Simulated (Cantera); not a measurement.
A perfectly stirred reactor is fed with 4.53 % CH4, 0.272 % C2H6, 20.0 % O2, 75.2 % N2, equivalence ratio 0.50, at 10.0 bar; it is adiabatic with a 350 K inlet, and is followed from long to short residence time, starting on the burning branch (τ in s: 0.055, 0.029, 0.015, 0.0077, 0.004, 0.0021, 0.0011, 0.00057, 0.0003, 0.00015, 8e-05, 4.2e-05, 2.2e-05).

Model: GRI-Mech 3.0 (53 species, 325 reactions), integrated in Cantera.

Problem. Predict: blow-out, bracketed by the residence times tried; x(CH4) at τ = 55.0 ms; x(C2H6) at τ = 55.0 ms; x(O2) at τ = 55.0 ms; x(HCN) at τ = 55.0 ms; x(HO2) at τ = 55.0 ms; x(CH4) at τ = 1.10 ms; x(C2H6) at τ = 1.10 ms; x(O2) at τ = 1.10 ms.

Solution. 
```
Quantity                                                                      Result
------------------------------------------------  ----------------------------------
blow-out, bracketed by the residence times tried  burning at 4.00 ms, out at 2.10 ms
x(CH4) at τ = 55.0 ms                                                        3.69e-5
x(C2H6) at τ = 55.0 ms                                                       5.68e-7
x(O2) at τ = 55.0 ms                                                           0.100
x(HCN) at τ = 55.0 ms                                                        1.08e-9
x(HO2) at τ = 55.0 ms                                                        4.70e-6
x(CH4) at τ = 1.10 ms                                                         0.0453
x(C2H6) at τ = 1.10 ms                                                       0.00272
x(O2) at τ = 1.10 ms                                                           0.200
```
